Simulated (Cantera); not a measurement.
Equilibrium for boron, boron nitride and boron oxide: B + H2

A closed system holds: 1 mol B, 26 mol H2, held at 0.810 bar.

Equilibrium computed with Cantera from the NASA thermochemical tables; the gas is ideal and each condensed phase is pure. Candidate condensed phases: B; 7 gas species. The tables' values for BH2 are old estimates; treat these amounts as uncertain. Gases not in the tables: B2H6 and higher boranes. Rates play no part.

```json
[
 {"T (K)": "1425", "x H2": "1.000", "x H": "7.58e-6", "x BH2": "4.37e-6", "x BH3": "3.78e-6", "x B": "<1e-12", "x BH": "9.01e-12", "n B(s)": "1.000"},
 {"T (K)": "1525", "x H2": "1.000", "x H": "2.63e-5", "x BH2": "1.28e-5", "x BH3": "6.21e-6", "x B": "4.97e-12", "x BH": "1.01e-10", "n B(s)": "1.000"},
 {"T (K)": "1625", "x H2": "1.000", "x H": "7.84e-5", "x BH2": "3.26e-5", "x BH3": "9.58e-6", "x B": "7.42e-11", "x BH": "8.31e-10", "n B(s)": "0.999"},
 {"T (K)": "1725", "x H2": "1.000", "x H": "0.000206", "x BH2": "7.44e-5", "x BH3": "1.40e-5", "x B": "8.06e-10", "x BH": "5.36e-9", "n B(s)": "0.998"},
 {"T (K)": "1825", "x H2": "0.999", "x H": "0.000489", "x BH2": "0.000155", "x BH3": "1.95e-5", "x B": "6.73e-9", "x BH": "2.81e-8", "n B(s)": "0.995"},
 {"T (K)": "1925", "x H2": "0.999", "x H": "0.00106", "x BH2": "0.000299", "x BH3": "2.63e-5", "x B": "4.49e-8", "x BH": "1.23e-7", "n B(s)": "0.992"},
 {"T (K)": "2025", "x H2": "0.997", "x H": "0.00214", "x BH2": "0.000538", "x BH3": "3.43e-5", "x B": "2.48e-7", "x BH": "4.67e-7", "n B(s)": "0.985"},
 {"T (K)": "2125", "x H2": "0.995", "x H": "0.00402", "x BH2": "0.000914", "x BH3": "4.34e-5", "x B": "1.16e-6", "x BH": "1.55e-6", "n B(s)": "0.975"},
 {"T (K)": "2225", "x H2": "0.991", "x H": "0.00717", "x BH2": "0.00148", "x BH3": "5.35e-5", "x B": "4.74e-6", "x BH": "4.62e-6", "n B(s)": "0.960"},
 {"T (K)": "2325", "x H2": "0.985", "x H": "0.0121", "x BH2": "0.00228", "x BH3": "6.46e-5", "x B": "1.71e-5", "x BH": "1.25e-5", "n B(s)": "0.938"}
]
```
x: gas mole fraction; n: condensed amount in mol.

From 1425 K to 2325 K the condensed part is B(s).
